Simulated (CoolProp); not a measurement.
Vapour-liquid equilibrium of hydrogen chloride (1) + n-butane (2) at 282 K; x and y are mole fractions of (1).

The numbers come from the multi-fluid Helmholtz-energy mixture model, Thol 2018 and Bücker 2006; pair parameters Bell 2016 in CoolProp.

```
x     bubble pressure, mixture model (bar)  bubble pressure, Raoult's law (bar)  y, mixture model  y, Raoult's law
----  ------------------------------------  -----------------------------------  ----------------  ---------------
0.05                                 3.666                                2.975             0.606            0.545
0.2                                  10.18                                7.622             0.858            0.850
0.35                                 15.39                                12.27             0.907            0.924
0.5                                  19.23                                16.92             0.929            0.958
0.65                                 22.46                                21.56             0.945            0.977
0.8                                  26.00                                26.21             0.963            0.989
0.95                                 30.58                                30.86             0.989            0.998
```

The largest gap from Raoult's law is +33.6 % in bubble pressure, at x = 0.2. No azeotrope shows between x = 0.05 and 0.95.

Pair parameters are fitted to limited data, so mixtures are less certain than the pure fluids. The gap from Raoult's law changes sign with composition, which may be real or a fault of the pair parameters; it wasn't checked against measurements.
